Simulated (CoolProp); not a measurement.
A simple Rankine cycle with n-hexane: condensing at 294.15 K, boiler at 0.172 MPa, turbine inlet 361.7 K, turbine efficiency 0.65, pump efficiency 0.7, no recuperator. Each further row changes one setting.

Computed with CoolProp (reference Helmholtz-energy equation of state, Thol 2019).

| case | thermal efficiency (%) | net work (kJ/kg) | heat in (kJ/kg) | turbine exit temperature (K) | volume ratio over the turbine |
|---|---|---|---|---|---|
| as stated | 9.8 | 47.5 | 482 | 332.2 | 9.95 |
| turbine inlet 381.7 K | 9.7 | 50.6 | 524 | 352.6 | 9.89 |
| condensing temperature 286.15 K | 10.9 | 54.7 | 500 | 328.0 | 14.3 |
| boiler pressure 0.12 MPa | 8.4 | 41.0 | 485 | 337.4 | 6.89 |
| turbine efficiency 0.55 | 8.3 | 40.1 | 482 | 336.2 | 10.1 |
